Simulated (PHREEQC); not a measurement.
Consider water at 25 °C with 52 mmol/kgw TMAH and 0.047 mmol/kgw K2SiO3. Closed to the air; pH follows from the charge balance.

Model: ion-association model, wateq4f.dat, run in PHREEQC.

| Quantity | Result |
|---|---|
| pH | 12.62 |
| ionic strength | 0.0521 mol/kgw |
| total alkalinity | 52.1 meq/kg |

```tsv
species	molality	activity	log γ
OH-	0.0520	0.0421	-0.092
(CH3)4N+	0.0520	0.0423	-0.090
K+	9.40e-5	7.61e-5	-0.091
H3SiO4-	3.13e-5	2.55e-5	-0.090
H2SiO4-2	1.57e-5	7.30e-6	-0.331
H4SiO4	4.05e-8	4.10e-8	0.005
```

No solid was allowed to form. (CH3)4N+ isn't in the database: it is added as a free cation with an ion size of 4 Å.
